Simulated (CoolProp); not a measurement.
A simple Rankine cycle with benzene: condensing at 288.15 K, boiler at 0.282 MPa, turbine inlet 395.5 K, turbine efficiency 0.9, pump efficiency 0.7, no recuperator. Each further row changes one setting.

The numbers come from the reference Helmholtz-energy equation of state, Thol 2012 in CoolProp.

| case | thermal efficiency (%) | net work (kJ/kg) | heat in (kJ/kg) | turbine exit temperature (K) | volume ratio over the turbine |
|---|---|---|---|---|---|
| as stated | ___ | 113 | 563 | 296.6 | 28.8 |
| turbine inlet 415.5 K | 20.3 | ___ | 593 | 317.9 | 29.0 |
| condensing temperature 280.15 K | 21.6 | ___ | 576 | ___ | 42.0 |
| boiler pressure 0.197 MPa | 18.5 | 105 | ___ | 307.6 | 20.4 |
| turbine efficiency 0.8 | 17.9 | 101 | 563 | ___ | ___ |

Task: Fill in the missing entries.

Result: 
- as stated, thermal efficiency (%): 20.1
- turbine inlet 415.5 K, net work (kJ/kg): 121
- condensing temperature 280.15 K, net work (kJ/kg): 124
- condensing temperature 280.15 K, turbine exit temperature (K): 285.5
- boiler pressure 0.197 MPa, heat in (kJ/kg): 566
- turbine efficiency 0.8, turbine exit temperature (K): 308.4
- turbine efficiency 0.8, volume ratio over the turbine: 29.9
